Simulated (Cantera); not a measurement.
**SiCl4 + H2O + NO (silicon oxide and oxynitride deposition)**

Input: 1 mol SiCl4, 9.5 mol H2O, 20 mol NO, held at 1448 K and 0.100 bar.

Method: chemical equilibrium by Gibbs-energy minimisation in Cantera with the NASA 1993 tables (ideal gas, pure condensed phases). Candidate condensed phases: H2O, NH4Cl, Si, SiO2, Si2N2O, Si3N4; 47 gas species. The tables hold silica as quartz up to 1696 K and as liquid above; real silica turns to tridymite and cristobalite and melts near 1996 K. Gases not in the tables: Si(OH)4. The numbers say what is thermodynamically allowed, not how fast it happens.

```json
{
  "x(N2)": "0.317",
  "x(O2)": "0.316",
  "x(H2O)": "0.240",
  "x(HCl)": "0.123",
  "x(Cl)": "0.00263",
  "x(NO)": "0.000731",
  "x(Cl2)": "0.000419",
  "x(OH)": "0.000149",
  "x(ClO)": "1.23e-5",
  "n(SiO2(β-quartz))": "1.00 mol",
  "gas_amount": "31.52 mol",
  "log10 activity of Si(s) (absent)": "-22.03"
}
```
